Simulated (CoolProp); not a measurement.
A Linde-Hampson liquefier for ethylene: isothermal reversible compression at 320 K from 1 atm to 25 MPa, throttling to 1 atm, return gas leaving the recuperator 0 K below the feed. Each further row changes one setting.

Computed with CoolProp (reference Helmholtz-energy equation of state, Smukala 2000).

```csv
case,liquid yield per pass,compression work (kJ/kg of gas)
as stated,___,432
high pressure 50 MPa,___,491
warm-end temperature 350 K,___,498
warm-end gap 5 K,___,432
```

### Question
Complete the blanks.

### Answer

- as stated, liquid yield per pass: 0.426
- high pressure 50 MPa, liquid yield per pass: 0.420
- warm-end temperature 350 K, liquid yield per pass: 0.349
- warm-end gap 5 K, liquid yield per pass: 0.419
